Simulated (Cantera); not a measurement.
Input (Python, Cantera):

```python
import numpy as np
import cantera as ct

gas = ct.Solution("gri30.yaml")
gas.TPX = 1325, 101325, {'CH4': 1, 'O2': 2.11, 'N2': 7.92}
reactor = ct.IdealGasReactor(gas, energy="on", clone=False)
net = ct.ReactorNet([reactor])
net.rtol, net.atol = 1e-08, 1e-16
show = ['CH4', 'O2', 'CO2', 'OH', 'NO', 'CH2O']
times = np.geomspace(2e-06, 4, 10)

steps = ct.SolutionArray(gas, extra=["t"])
rows = []
print(f"{'t/s':>10s}{'T/K':>9s}{'P/Pa':>11s}" + "".join(f"{s:>11s}" for s in show))
for t in times:
    while net.time < t:
        t_next = net.step()
        steps.append(gas.state, t=t_next)
    rows.append([np.interp(t, steps.t, y) for y in (steps.T, steps.P, *steps(*show).X.T)])
    print(f"{t:10.3e}{rows[-1][0]:9.1f}{rows[-1][1]:11.4g}" + "".join(f"{x:11.3e}" for x in rows[-1][2:]))
rate = np.gradient(steps.T, steps.t)
print("integrator steps:", len(steps.t))
if steps.T.max() > steps.T[0] + 200:
    print(f"time of steepest temperature rise: {steps.t[rate.argmax()]:.4e} s")
gas.TPX = 1325, 101325, {'CH4': 1, 'O2': 2.11, 'N2': 7.92}
gas.equilibrate("UV")
print(f"equilibrium (UV): T = {gas.T:.1f} K  " + "  ".join(f"{s} {gas[s].X[0]:.3e}" for s in show))
```

Result:

```
       t/s      T/K       P/Pa        CH4         O2        CO2         OH         NO       CH2O
 2.000e-06   1325.0  1.013e+05  9.066e-02  1.913e-01  6.178e-17  1.159e-10  3.816e-20  3.470e-11
 1.003e-05   1325.0  1.013e+05  9.066e-02  1.913e-01  4.507e-15  2.267e-10  5.280e-19  9.539e-10
 5.026e-05   1325.0  1.013e+05  9.066e-02  1.913e-01  4.321e-13  8.665e-10  5.349e-18  2.651e-08
 2.520e-04   1325.0  1.013e+05  9.066e-02  1.913e-01  1.080e-10  6.600e-09  1.178e-16  1.012e-06
 1.263e-03   1325.4  1.014e+05  9.054e-02  1.912e-01  4.908e-08  5.156e-08  5.973e-15  5.480e-05
 6.333e-03   1351.4  1.034e+05  8.639e-02  1.883e-01  1.106e-05  8.345e-07  5.878e-13  1.309e-03
 3.175e-02   2839.5  2.265e+05  4.334e-15  2.379e-02  4.900e-02  2.088e-02  1.221e-02  5.458e-10
 1.592e-01   2839.5  2.265e+05  4.334e-15  2.379e-02  4.900e-02  2.088e-02  1.221e-02  5.458e-10
 7.979e-01   2839.5  2.265e+05  4.334e-15  2.379e-02  4.900e-02  2.088e-02  1.221e-02  5.458e-10
 4.000e+00   2839.5  2.265e+05  4.334e-15  2.379e-02  4.900e-02  2.088e-02  1.221e-02  5.458e-10
integrator steps: 2207
time of steepest temperature rise: 7.8195e-03 s
equilibrium (UV): T = 2839.5 K  CH4 5.710e-15  O2 2.379e-02  CO2 4.900e-02  OH 2.088e-02  NO 1.221e-02  CH2O 5.458e-10
```

Detailed kinetics in Cantera: GRI-Mech 3.0 (53 species, 325 reactions).
